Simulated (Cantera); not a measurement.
Feed: 1 mol Si, 0.028 mol O2, 320 mol N2, held at 2.10 Torr.

Cantera equilibrium calculation (NASA polynomials, part measured and part estimated; ideal gas, pure solids and liquids). Candidate condensed phases: Si, SiO2, Si2N2O, Si3N4; 16 gas species. N2 is the only nitrogen source here; it is nearly inert below about 1500 K, so the nitride shown seldom forms there in practice. Mutual solubility and eutectic melting of coexisting phases are not modelled. Kinetics and transport are ignored.

### Question
What share of the Si ends up in condensed phases as a function of T (°C), at 1152, 1177, 1202, 1227, 1252, 1277, 1302, 1327, 1352, 1377, 1402, 1427, 1452, 1477?

### Answer
```
T (°C)  Si condensed (%)                    as
------  ----------------  --------------------
1152                99.8  Si2N2O(s) + Si3N4(s)
1177                99.5  Si2N2O(s) + Si3N4(s)
1202                98.8  Si2N2O(s) + Si3N4(s)
1227                97.5  Si2N2O(s) + Si3N4(s)
1252                94.6  Si2N2O(s) + Si3N4(s)
1277                94.3              Si3N4(s)
1302                94.3              Si3N4(s)
1327                94.1              Si3N4(s)
1352                93.8              Si3N4(s)
1377                93.1              Si3N4(s)
1402                91.6              Si3N4(s)
1427                88.5              Si3N4(s)
1452                82.3              Si3N4(s)
1477                74.9                 Si(l)
```
